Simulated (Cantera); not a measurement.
Input (Python, Cantera):

```python
import numpy as np
import cantera as ct

gas = ct.Solution("gri30.yaml")
gas.TPX = 475, 100000, {'C3H8': 1, 'O2': 3.33, 'N2': 12.5}
inlet = ct.Reservoir(gas, clone=True)
gas.equilibrate("HP")  # start burning
reactor = ct.IdealGasConstPressureReactor(gas, energy="on", clone=False)
exhaust = ct.Reservoir(gas, clone=True)
tau = [0.09, 0.029, 0.0094, 0.003, 0.00098, 0.00032, 0.0001, 3.3e-05, 1.1e-05, 3.4e-06][0]
for a, b in ((inlet, reactor), (reactor, exhaust)):
    ct.MassFlowController(a, b, mdot=lambda t: reactor.mass / tau)
net = ct.ReactorNet([reactor])
show = ['C3H8', 'O2', 'N2O', 'HCN', 'C2H', 'CH2O', 'HO2']

rows = []
print(f"{'tau/s':>10s}{'T/K':>9s}" + "".join(f"{s:>11s}" for s in show))
for tau in [0.09, 0.029, 0.0094, 0.003, 0.00098, 0.00032, 0.0001, 3.3e-05, 1.1e-05, 3.4e-06]:
    net.initial_time = 0.0
    net.advance(30 * tau)
    before = gas.X
    net.advance(40 * tau)
    drift = np.max(np.abs(gas.X - before) / (gas.X + 1e-9))
    rows.append([gas.T, *gas[show].X, drift])
    print(f"{tau:10.3e}{gas.T:9.1f}" + "".join(f"{x:11.3e}" for x in gas[show].X))
```

Output:

```
     tau/s      T/K       C3H8         O2        N2O        HCN        C2H       CH2O        HO2
 9.000e-02   2083.8  4.014e-07  7.117e-05  1.380e-08  1.724e-05  7.231e-08  1.205e-06  1.843e-08
 2.900e-02   2076.4  1.019e-06  1.565e-04  2.542e-08  3.784e-05  1.635e-07  2.590e-06  4.372e-08
 9.400e-03   2066.9  2.618e-06  3.538e-04  4.660e-08  7.995e-05  3.731e-07  5.748e-06  1.038e-07
 3.000e-03   2054.7  7.243e-06  8.636e-04  8.333e-08  1.623e-04  8.937e-07  1.380e-05  2.679e-07
 9.800e-04   2034.4  2.114e-05  2.225e-03  1.126e-07  2.542e-04  2.037e-06  3.412e-05  7.991e-07
 3.200e-04   1983.9  6.981e-05  6.281e-03  7.595e-08  2.199e-04  3.825e-06  8.840e-05  3.220e-06
 1.000e-04    475.0  5.942e-02  1.979e-01  6.510e-21  6.124e-18  2.517e-43  8.558e-17  2.032e-18
 3.300e-05    475.0  5.942e-02  1.979e-01  3.147e-22  2.960e-19 -2.051e-48  4.137e-18  9.902e-20
 1.100e-05    475.0  5.942e-02  1.979e-01  5.297e-25  4.984e-22  1.389e-51  6.965e-21  4.542e-22
 3.400e-06    475.0  5.942e-02  1.979e-01  3.346e-26  3.148e-23  2.656e-55  4.399e-22  1.121e-22
```

Detailed kinetics in Cantera: GRI-Mech 3.0 (53 species, 325 reactions). GRI-Mech 3.0 was tuned for natural gas; its chemistry of propane as a main component is partial and can be far from experiment.
